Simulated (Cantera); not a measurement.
Charge: 1 mol PbO, 49 mol H2, 23 mol N2, held at 0.133 bar.

Cantera equilibrium calculation (NASA polynomials, part measured and part estimated; ideal gas, pure solids and liquids). Candidate condensed phases: H2O, Pb, PbO, PbO2, Pb3O4; 27 gas species. Equilibrium is a limit: real reactors are often held back by kinetics, nucleation or transport.

log p: log10 of the partial pressure in bar; n: condensed amount in mol.

| T (°C) | log p H2 | log p N2 | log p H2O | log p Pb | log p H | log p NH3 | n Pb(l) |
|---|---|---|---|---|---|---|---|
| 775 | -1.05 | -1.37 | -2.73 | -4.35 | -8.64 | -5.63 | 0.976 |
| 825 | -1.05 | -1.37 | -2.73 | -3.93 | -8.13 | -5.76 | 0.937 |
| 875 | -1.05 | -1.37 | -2.73 | -3.55 | -7.67 | -5.87 | 0.848 |
| 925 | -1.05 | -1.37 | -2.73 | -3.20 | -7.25 | -5.98 | 0.662 |
| 975 | -1.06 | -1.37 | -2.74 | -2.89 | -6.86 | -6.08 | 0.291 |
| 1025 | -1.06 | -1.38 | -2.74 | -2.74 | -6.50 | -6.18 | 0 |
| 1075 | -1.06 | -1.38 | -2.74 | -2.74 | … | … | 0 |
| 1125 | -1.06 | -1.38 | -2.74 | -2.74 | … | … | 0 |
| 1175 | -1.06 | -1.38 | -2.74 | -2.74 | -5.56 | -6.41 | 0 |
| 1225 | -1.06 | -1.38 | -2.74 | -2.74 | -5.29 | -6.48 | 0 |
| 1275 | -1.06 | -1.38 | -2.74 | -2.74 | -5.04 | -6.54 | 0 |
| 1325 | -1.06 | -1.38 | -2.74 | -2.74 | -4.80 | -6.60 | 0 |
| 1375 | -1.06 | -1.38 | -2.74 | -2.74 | -4.58 | -6.66 | 0 |

**Question.** Some entries are withheld; supply them.

**Answer.** 
- 1125, log p H: -5.85
- 1125, log p NH3: -6.34
- 1075, log p H: -6.16
- 1075, log p NH3: -6.26
